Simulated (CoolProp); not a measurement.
Values from CoolProp's reference Helmholtz-energy equation of state, Thol 2015.

### Question
For octamethylcyclotetrasiloxane (D4), give the phase and the cv (kJ/(kg K)), speed of sound (m/s) at 369 K and 3.44 kPa; 369 K and 8.98 kPa; 369 K and 417 kPa.

### Answer
- 369 K and 3.44 kPa: gas; cv 1.44, speed of sound 102
- 369 K and 8.98 kPa: liquid; cv 1.52, speed of sound 690
- 369 K and 417 kPa: liquid; cv 1.52, speed of sound 694
